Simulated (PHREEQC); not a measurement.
# Ultrapure water in contact with air or piping: speciation

A made-up water analysis in mmol/kgw, 25 °C, pH 6.51, pe 2.6:

| constituent | mmol/kgw |
|---|---|
| Na | 0.000867 |
| K | 0.00282 |
| Ca | 0.000932 |
| Mg | 1.72e-05 |
| Cl | 0.00181 |
| S(6) | 0.00157 |
| Alkalinity (meq/kgw) | 0.000464 |
| N(-3) | 2.78e-05 |
| Ba | 3e-06 |
| Br | 8.17e-07 |
| B | 1.1e-06 |
| Sr | 1.11e-06 |

Valence states are taken as typed.

Equilibrium calculation in PHREEQC: ion-association model, phreeqc.dat.

* **ionic strength**: 8.35e-6 mol/kgw
* **charge-balance error**: 1.8 %

```json
[
 {"species": "K+", "molality": "2.82e-6", "activity": "2.81e-6", "log γ": "-0.001"},
 {"species": "Cl-", "molality": "1.81e-6", "activity": "1.80e-6", "log γ": "-0.001"},
 {"species": "SO4-2", "molality": "1.57e-6", "activity": "1.55e-6", "log γ": "-0.006"},
 {"species": "Ca+2", "molality": "9.32e-7", "activity": "9.19e-7", "log γ": "-0.006"},
 {"species": "Na+", "molality": "8.67e-7", "activity": "8.64e-7", "log γ": "-0.001"},
 {"species": "HCO3-", "molality": "7.41e-7", "activity": "7.39e-7", "log γ": "-0.001"},
 {"species": "CO2", "molality": "5.13e-7", "activity": "5.13e-7", "log γ": "0.000"},
 {"species": "H+", "molality": "3.10e-7", "activity": "3.09e-7", "log γ": "-0.001"},
 {"species": "OH-", "molality": "3.29e-8", "activity": "3.27e-8", "log γ": "-0.001"},
 {"species": "NH4+", "molality": "2.78e-8", "activity": "2.76e-8", "log γ": "-0.001"},
 {"species": "Mg+2", "molality": "1.72e-8", "activity": "1.70e-8", "log γ": "-0.006"},
 {"species": "Ba+2", "molality": "3.00e-9", "activity": "2.96e-9", "log γ": "-0.006"},
 {"species": "Sr+2", "molality": "1.11e-9", "activity": "1.10e-9", "log γ": "-0.006"},
 {"species": "H3BO3", "molality": "1.10e-9", "activity": "1.10e-9", "log γ": "0.000"}
]
```

No solid was allowed to form.
